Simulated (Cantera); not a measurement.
Mixture: CH4 : H2 : O2 : N2 = 1 : 0.89 : 4.45 : 16 (molar parts), equivalence ratio 0.55, at 500000 Pa, adiabatic and at constant volume. Ignition delay is the time to a rise of 400 K.

Cantera simulation using GRI-Mech 3.0 (53 species, 325 reactions); the numbers are that mechanism's predictions, not measurements.

Task: At T0 = 1498 K, what is the delay, and which 6 reactions control it most (d ln τ / d ln k, from doubling and halving each rate constant)?

Result: The delay is 27.5 µs.
```tsv
reaction	d ln τ / d ln k	faster rate
H + O2 <=> O + OH	-1.08	shortens it
H2 + OH <=> H + H2O	-0.42	shortens it
CH4 + OH <=> CH3 + H2O	0.40	lengthens it
CH4 + H <=> CH3 + H2	0.24	lengthens it
CH3 + HO2 <=> CH3O + OH	-0.21	shortens it
H2 + O <=> H + OH	-0.19	shortens it
```
